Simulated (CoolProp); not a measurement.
A single-stage vapour-compression cycle with the fluid: evaporating at 312.15 K (dew point), condensing at 333.15 K (bubble point), superheat 8 K, subcooling 5 K, compressor efficiency 0.8, no pressure losses. The same conditions are run with several fluids, on thermodynamics alone (safety and materials aside).

Model: reference Helmholtz-energy equation of state of each fluid (CH2F2 (R32): Tillner-Roth 1997; R407C: Lemmon 2003; cis-2-butene: Lemmon 2005; ethanol: Schroeder 2014; cyclohexane: Zhou 2014; vinyl chloride: Thol 2022), in CoolProp. Blends and air are pseudo-pure fits.

```
fluid           cooling COP  pressure ratio  discharge temperature (K)  refrigerating effect (kJ/kg)  volumetric capacity (kJ/m³)
--------------  -----------  --------------  -------------------------  ----------------------------  ---------------------------
CH2F2 (R32)            9.44            1.63                      357.5                           219                        14300
R407C                  8.05            1.84                      354.3                           149                         9220
cis-2-butene           11.3            1.77                      344.3                           353                         2650
ethanol                11.4            2.75                      369.8                           875                          259
cyclohexane            11.6            2.19                      342.8                           363                          275
vinyl chloride         11.1            1.70                      353.7                           292                         4430
```
